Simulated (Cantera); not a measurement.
## Low-pressure radical oxidation in H2/O2

An isothermal, constant-pressure homogeneous reactor starts with 3.75 % H₂, 96.2 % O₂, at 1448 K and 10.00 Torr.

Model: GRI-Mech 3.0 (53 species, 325 reactions), integrated in Cantera. Radical loss at walls, strong at low pressure, is not modelled. The temperature is held fixed by assumption; the heat of reaction is taken as removed at once.

```csv
t (s),x H₂,x O₂,x HO₂,x OH,x O
0.000200,0.0375,0.962,3.20e-7,6.93e-7,7.89e-7
0.000843,0.0359,0.961,1.28e-6,0.000750,0.000886
0.00356,0.000488,0.929,1.25e-6,0.00506,0.0290
0.0150,0.000451,0.932,1.21e-6,0.00487,0.0266
0.0632,0.000329,0.940,1.06e-6,0.00418,0.0189
0.267,0.000118,0.954,6.32e-7,0.00252,0.00648
1.12,1.55e-5,0.960,1.73e-7,0.000917,0.000832
4.74,1.52e-6,0.962,6.14e-8,0.000288,8.10e-5
20.0,3.41e-7,0.962,8.40e-8,0.000137,1.82e-5
```
x: mole fraction; the columns are a selection and need not sum to one.

Equilibrium at this temperature and pressure: H₂ 3.13e-7, O₂ 0.962, HO₂ 8.69e-8, OH 0.000131, O 1.67e-5 (gas phase only).
